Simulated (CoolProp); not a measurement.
Vapour pressure (bar) of CF4 (R14): the reference equation beside estimates from Tc = 227.4 K, pc = 37.62 bar, ω = 0.178. Clausius-Clapeyron is anchored at 143.8 K with a constant enthalpy of vaporisation of 11.89 kJ/mol.

The numbers come from the reference Helmholtz-energy equation of state, Platzer 1990 in CoolProp. This equation is an older, rougher fit; its heat capacities, sound speeds and derivatives of the liquid may be far off and weren't checked against measurements.

| T (K) | reference | Lee-Kesler | Clausius-Clapeyron | van der Waals | Redlich-Kwong | Soave-Redlich-Kwong | Peng-Robinson |
|---|---|---|---|---|---|---|---|
| 131.1 | 0.3354 | 0.3292 | 0.3523 | 2.586 | 0.5003 | 0.3318 | 0.3419 |
| 134.3 | 0.4419 | 0.4356 | 0.4569 | 2.982 | 0.6514 | 0.4383 | 0.4492 |
| 137.5 | 0.5738 | 0.5678 | 0.5855 | 3.418 | 0.8354 | 0.5705 | 0.5818 |
| 140.6 | 0.7296 | 0.7246 | 0.7364 | 3.879 | 1.049 | 0.7270 | 0.7382 |
| 143.8 | 0.9235 | 0.9203 | 0.9235 | 4.398 | 1.310 | 0.9222 | 0.9327 |
| 146.9 | 1.148 | 1.147 | 1.139 | 4.943 | 1.607 | 1.148 | 1.157 |
| 150.1 | 1.421 | 1.424 | 1.402 | 5.552 | 1.964 | 1.425 | 1.431 |
| 153.3 | 1.743 | 1.750 | 1.711 | 6.208 | 2.375 | 1.750 | 1.753 |
| 156.4 | 2.104 | 2.118 | 2.058 | 6.890 | 2.831 | 2.117 | 2.116 |
| 159.6 | 2.535 | 2.556 | 2.472 | 7.645 | 3.364 | 2.555 | 2.548 |
| 162.8 | 3.030 | 3.059 | 2.948 | 8.451 | 3.967 | 3.058 | 3.043 |

Absolute difference from the reference over all 11 rows, mean and median: Lee-Kesler 0.8 and 0.7 %, Clausius-Clapeyron 2.1 and 2.0 %, van der Waals 366.8 and 330.6 %, Redlich-Kwong 40.0 and 40.0 %, Soave-Redlich-Kwong 0.5 and 0.6 %, Peng-Robinson 1.0 and 0.8 %.
